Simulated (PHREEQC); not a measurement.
Dissolve 0.089 mol/kgw NaH2PO4 and 0.00039 mol/kgw K2HPO4 at 20 °C. Closed to the air; pH follows from the charge balance.

Computed with PHREEQC (ion-association model, phreeqc.dat).

```tsv
quantity	before	after
pH	4.71	8.95
ionic strength (mol/kgw)	0.0903	0.00116
HPO4-2 (mol/kgw)	0.000561	0.000383
KHPO4- (mol/kgw)	3.24e-7	5.00e-7
```

Task: Name the change that produced these shifts.
A) NaH2PO4 left out
B) K2HPO4 from 0.00039 to 3.9e-05 mol/kgw
C) NaH2PO4 replaced by Na2CO3 at the same molality
D) NaH2PO4 from 0.089 to 0.0979 mol/kgw
E) temperature from 20 to 85 °C

Result: A, NaH2PO4 left out

This is a speciation only: nothing precipitates in the calculation.
